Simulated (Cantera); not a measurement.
**Thermodynamics of carbothermic reduction, feed Cu2O + CO + H2**

A closed system holds: 1 mol Cu2O, 0.62 mol CO, 1.5 mol H2.

Cantera equilibrium calculation (NASA polynomials, part measured and part estimated; ideal gas, pure solids and liquids). Candidate condensed phases: C, C6H6, C7H8, C8H18, Cu, CuO, Cu(OH)2, Cu2O, H2O; 113 gas species. Rates play no part.

Stable condensed phases:

```
T in °C \ P in Pa
              10      42     180     750    3200   13000   56000  240000 1000000
   1525        A       A       B       B       B       B       B       B       B
   1475        A       A       B       B       B       B       B       B       B
   1425        A       B       B       B       B       B       B       B       B
   1375        A       B       B       B       B       B       B       B       B
   1325        B       B       B       B       B       B       B       B       B
   1275        B       B       B       B       B       B       B       B       B
   1225        B       B       B       B       B       B       B       B       B
   1175        B       B       B       B       B       B       B       B       B
   1125        B       B       B       B       B       B       B       B       B
   1075        B       B       B       B       B       B       B       B       B
   1025        B       B       B       B       B       B       B       B       B
    975        B       B       B       B       B       B       B       B       B
    925        B       B       B       B       B       B       B       B       B
    875        B       B       B       B       B       B       B       B       B
```

A: gas only; B: Cu.
